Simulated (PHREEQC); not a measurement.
A PHREEQC input (ion-association model, wateq4f.dat):

```
SOLUTION 1
  temp 66
  units mg/L
  pH 5.94
  pe 10.4
  Na 0.728
  K 0.0126 charge
  Ca 0.321
  Mg 0.0262
  Cl 1.09
  S(6) 0.0325 as SO4
  Alkalinity 1.16 as HCO3
  B 0.0078
  F 0.00034
  Ba 0.0548
END
USE solution 1
EQUILIBRIUM_PHASES 1
  Quartz 0 0.5
  Fluorite 0 0
  CO2(g) -2.5 10
END
```

It stops with these messages:

```
WARNING: Maximum iterations exceeded, 100
WARNING: Maximum iterations exceeded, 100
WARNING: The program has failed to converge to a numerical solution.
ERROR:           Alkalinity has not converged. Total: 1.901051e-05	Calculated: 1.919812e-05	Residual: -1.876163e-07
ERROR: Is non-carbonate alkalinity greater than total alkalinity?
ERROR: Model failed to converge for initial solution  1.
```

### Question
Why does the run stop?

### Answer
The fault: charge balance asked on the minor ion K. The line should read `K 0.0126` where the input has `K 0.0126 charge`. With the mend the run ends at pH 5.92 and ionic strength 6.17e-5 mol/kgw.
